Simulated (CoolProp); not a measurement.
Vapour-liquid equilibrium of CF4 (R14) (1) + CHF3 (R23) (2) at 197.2 K; x and y are mole fractions of (1).

Model: multi-fluid Helmholtz-energy mixture model, Platzer 1990 and Penoncello 2003; pair parameters Bell 2016, in CoolProp. This equation is an older, rougher fit; its heat capacities, sound speeds and derivatives of the liquid may be far off and weren't checked against measurements.

```json
[
 {"x": "0.05", "bubble pressure, mixture model (MPa)": "0.3223", "bubble pressure, Raoult's law (MPa)": "0.2052", "y, mixture model": "0.560", "y, Raoult's law": "0.342"},
 {"x": "0.2", "bubble pressure, mixture model (MPa)": "0.7122", "bubble pressure, Raoult's law (MPa)": "0.3942", "y, mixture model": "0.807", "y, Raoult's law": "0.712"},
 {"x": "0.35", "bubble pressure, mixture model (MPa)": "0.9268", "bubble pressure, Raoult's law (MPa)": "0.5833", "y, mixture model": "0.858", "y, Raoult's law": "0.842"},
 {"x": "0.5", "bubble pressure, mixture model (MPa)": "1.046", "bubble pressure, Raoult's law (MPa)": "0.7723", "y, mixture model": "0.881", "y, Raoult's law": "0.908"},
 {"x": "0.65", "bubble pressure, mixture model (MPa)": "1.135", "bubble pressure, Raoult's law (MPa)": "0.9614", "y, mixture model": "0.900", "y, Raoult's law": "0.948"},
 {"x": "0.8", "bubble pressure, mixture model (MPa)": "1.233", "bubble pressure, Raoult's law (MPa)": "1.150", "y, mixture model": "0.927", "y, Raoult's law": "0.975"},
 {"x": "0.95", "bubble pressure, mixture model (MPa)": "1.357", "bubble pressure, Raoult's law (MPa)": "1.339", "y, mixture model": "0.975", "y, Raoult's law": "0.995"}
]
```

The largest gap from Raoult's law is +80.7 % in bubble pressure, at x = 0.2. No azeotrope shows between x = 0.05 and 0.95.

Pair parameters are fitted to limited data, so mixtures are less certain than the pure fluids. With so large a gap from Raoult's law the liquid may split in two, which this calculation doesn't test in full.
